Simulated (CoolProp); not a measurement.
A simple Rankine cycle with water: condensing at 301.15 K, boiler at 0.144 MPa, turbine inlet 398.3 K, turbine efficiency 0.6, pump efficiency 0.8, no recuperator. Each further row changes one setting.

Model: reference Helmholtz-energy equation of state, Wagner 2002, in CoolProp.

| case | thermal efficiency (%) | net work (kJ/kg) | heat in (kJ/kg) | turbine exit temperature (K) | volume ratio over the turbine |
|---|---|---|---|---|---|
| as stated | 12.1 | 315 | 2610 | 301.2 | 27.5 |
| turbine inlet 418.3 K | 12.1 | ___ | ___ | 301.2 | ___ |
| condensing temperature 293.15 K | ___ | 348 | 2640 | 293.1 | 42.9 |
| boiler pressure 0.101 MPa | 11.0 | ___ | 2610 | 301.2 | 19.4 |
| turbine efficiency 0.5 | ___ | ___ | 2610 | 301.2 | ___ |

Fill in the missing entries.


- turbine inlet 418.3 K, net work (kJ/kg): 321
- turbine inlet 418.3 K, heat in (kJ/kg): 2650
- turbine inlet 418.3 K, volume ratio over the turbine: 26.5
- condensing temperature 293.15 K, thermal efficiency (%): 13.2
- boiler pressure 0.101 MPa, net work (kJ/kg): 286
- turbine efficiency 0.5, thermal efficiency (%): 10.1
- turbine efficiency 0.5, net work (kJ/kg): 262
- turbine efficiency 0.5, volume ratio over the turbine: 28.1

The expansion ends wet for: as stated; turbine inlet 418.3 K; condensing temperature 293.15 K; boiler pressure 0.101 MPa; turbine efficiency 0.5.
